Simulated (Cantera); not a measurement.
What does this Cantera script print?

```python
import numpy as np
import cantera as ct

gas_names = """
    C CH CH2 CH3 CH2OH CH3O CH4 CH3OH CO CO2 COOH C2 C2H CHCO,ketyl C2H2,acetylene C2H2,vinylidene
    CH2CO,ketene C2H3,vinyl CH3CO,acetyl C2H4 C2H4O,ethylen CH3CHO,ethanal CH3COOH (HCOOH)2 C2H5 C2H6
    CH3OCH3 C2H5OH C2O C3 C3H3,propargyl C3H4,allene C3H4,propyne C3H4,cyclo- C3H5,allyl C3H6,propylene
    C3H6,cyclo- C3H6O C3H7,n-propyl C3H7,i-propyl C3H8 C3H8O,1propanol C3H8O,2propanol C3O2 C4 C4H2
    C4H4,1,3-cyclo- C4H6,butadiene C4H6,2-butyne C4H6,cyclo- C4H8,1-butene C4H8,cis2-buten
    C4H8,tr2-butene C4H8,isobutene C4H8,cyclo- (CH3COOH)2 C4H9,n-butyl C4H9,i-butyl C4H9,s-butyl
    C4H9,t-butyl C4H10,isobutane C4H10,n-butane C5 C5H6,1,3cyclo- C5H8,cyclo- C5H10,1-pentene
    C5H10,cyclo- C5H11,pentyl C5H11,t-pentyl C5H12,n-pentane C5H12,i-pentane CH3C(CH3)2CH3 C6H2
    C6H5,phenyl C6H5O,phenoxy C6H6 C6H5OH,phenol C6H10,cyclo- C6H12,1-hexene C6H12,cyclo- C6H13,n-hexyl
    C7H7,benzyl C7H8 C7H8O,cresol C7H14,1-heptene C7H15,n-heptyl C7H16,n-heptane C8H8,styrene
    C8H10,ethylbenz C8H16,1-octene C8H17,n-octyl C8H18,isooctane C8H18,n-octane C9H19,n-nonyl
    C10H8,naphthale C10H21,n-decyl C12H9,o-bipheny C12H10,bipheny H HCO HO2 H2 HCHO,formaldehy HCOOH H2O
    H2O2 O OH O2 O3
""".split()
cond_names = """
    C(gr) C6H6(L) C7H8(L) C8H18(L),n-octa H2O(s) H2O(L)
""".split()


def load(file, names, dense=False):
    # The tables refer to 1 bar. Condensed volumes are neglected.
    table = {s.name: s for s in ct.Species.list_from_file(file)}
    out = []
    for n in names:
        d = dict(table[n].input_data)
        d["thermo"] = dict(d["thermo"], **{"reference-pressure": 1e5})
        if dense:
            d["equation-of-state"] = {"model": "constant-volume", "density": "1e6 g/cm^3"}
        out.append(ct.Species.from_dict(d))
    return out


gas = ct.Solution(thermo="ideal-gas", species=load("nasa_gas.yaml", gas_names))
cond = {s.name: ct.Solution(thermo="fixed-stoichiometry", species=[s], name=s.name)
        for s in load("nasa_condensed.yaml", cond_names, dense=True)}
atoms = {
    'acetone': {'C': 3, 'H': 6, 'O': 1},
    'H2': {'H': 2},
}
top_T = {'C(gr)': 4500}  # K; cautious upper limits of use, not melting points


def equilibrate(T, P, feed):
    n = {}
    for name, mol in feed.items():
        for a, k in atoms[name].items():
            n[a] = n.get(a, 0.0) + k * mol
    gas.TPX = T, P, n
    mass = sum(n.values()) * gas.mean_molecular_weight
    gas.equilibrate("TP")
    valid = [c for c in cond.values() if c.min_temp <= T <= top_T.get(c.name, c.max_temp)]
    mix = ct.Mixture([(gas, mass / gas.mean_molecular_weight)] + [(c, 0.0) for c in valid])
    mix.T, mix.P = T, P
    mix.equilibrate("TP", solver="vcs", rtol=1e-11, max_steps=5000)
    return mix


results = []
T = 2625  # K
P = 380000  # Pa
for m in [5.8, 7.1, 8.6, 10, 13, 15, 19, 23, 28, 34, 41, 50, 61]:
    feed = {'acetone': 1, 'H2': m}  # mol
    mix = equilibrate(T, P, feed)
    results.append((T, P, feed, dict(zip(mix.species_names, mix.species_moles))))

top = {s: max(r[3][s] / sum(r[3][g] for g in gas_names) for r in results) for s in gas_names}
cols = sorted((s for s in top if top[s] > 1e-06), key=lambda s: -top[s])[:7]
seen = [c for c in cond_names if any(r[3].get(c, 0) > 1e-12 for r in results)]
print("log10 of partial pressures in bar; condensed amounts in mol")
print(f"{'n(H2)':>10s}" + "".join(f"{s[:9]:>10s}" for s in cols + seen))
for T, P, feed, n in results:
    ng = sum(n[g] for g in gas_names)
    print(f"{feed['H2']:10.4g}" + "".join(f"{np.log10(max(n[s] / ng * P / 1e5, 1e-99)):10.3f}" for s in cols)
          + "".join(f"{n.get(c, 0):10.4g}" for c in seen))
```

Output:

```
log10 of partial pressures in bar; condensed amounts in mol
     n(H2)        H2        CO         H C2H2,acet       CH4       CH3      C4H2     C(gr)
       5.8     0.516    -0.416    -1.114    -1.233    -2.876    -3.264    -3.363     1.684
       7.1     0.521    -0.470    -1.111    -1.227    -2.864    -3.255    -3.357     1.637
       8.6     0.526    -0.525    -1.109    -1.222    -2.854    -3.247    -3.352     1.583
        10     0.530    -0.571    -1.107    -1.218    -2.847    -3.242    -3.349     1.533
        13     0.536    -0.655    -1.104    -1.212    -2.835    -3.233    -3.343     1.424
        15     0.539    -0.703    -1.103    -1.209    -2.829    -3.229    -3.340     1.352
        19     0.543    -0.786    -1.101    -1.205    -2.821    -3.222    -3.336     1.208
        23     0.546    -0.856    -1.099    -1.202    -2.815    -3.218    -3.333     1.064
        28     0.549    -0.930    -1.098    -1.200    -2.810    -3.214    -3.330    0.8842
        34     0.551    -1.004    -1.097    -1.197    -2.805    -3.211    -3.328    0.6681
        41     0.553    -1.078    -1.096    -1.196    -2.802    -3.208    -3.326    0.4159
        50     0.554    -1.157    -1.095    -1.194    -2.798    -3.206    -3.324   0.09178
        61     0.557    -1.238    -1.094    -1.254    -2.825    -3.233    -3.447         0
```

These are equilibrium values from Cantera (NASA tables, ideal gas, pure condensed phases), not measurements of a reactor. The feed counts by its element totals alone.
